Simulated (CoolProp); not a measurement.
Vapour-liquid equilibrium of propylene (1) + R134a (2) at 56.05 °C; x and y are mole fractions of (1).

Values from CoolProp's multi-fluid Helmholtz-energy mixture model, Lemmon 2013 and Tillner-Roth 1994; pair parameters Bell 2016.

| x | bubble pressure (kPa) | y at the bubble point | dew pressure at overall composition x (kPa) | liquid density (mol/L) |
|---|---|---|---|---|
| 0.05 | 1661 | 0.100 | 1594 | 10.44 |
| 0.2 | 1989 | 0.313 | 1808 | 10.21 |
| 0.35 | 2224 | 0.456 | 2050 | 10.01 |
| 0.5 | 2381 | 0.569 | 2291 | 9.890 |
| 0.65 | 2469 | 0.675 | 2455 | 9.893 |
| 0.8 | 2482 | 0.790 | 2480 | 10.06 |
| 0.95 | 2393 | 0.937 | 2382 | 10.40 |

y crosses x between x = 0.65 and 0.8: the model has an azeotrope there.

Pair parameters are fitted to limited data, so mixtures are less certain than the pure fluids.
